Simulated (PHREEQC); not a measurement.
0.1 mol of Cd(OH)2 (Cd(OH)2) is brought to equilibrium with 1 kg of water, with rising amounts of HF, at 25 °C. O2 is buffered at 0.21 atm. The system is closed to CO2. The run lets Cd(OH)2, CdF2 precipitate or redissolve, and no other solid.

Equilibrium calculation in PHREEQC: ion-association model, wateq4f.dat.

Problem. Predict F- (mol/kgw), Cd+2 (mol/kgw), CdF+ (mol/kgw) at HF added (mol) = 0.0417, 0.0583, 0.0667.

Solution. 
| HF added (mol) | F- (mol/kgw) | Cd+2 (mol/kgw) | CdF+ (mol/kgw) |
|---|---|---|---|
| 0.0417 | 0.0377 | 0.0170 | 0.00354 |
| 0.0583 | 0.0514 | 0.0227 | 0.00587 |
| 0.0667 | 0.0582 | 0.0255 | 0.00716 |

Species that the database lacks are ignored.
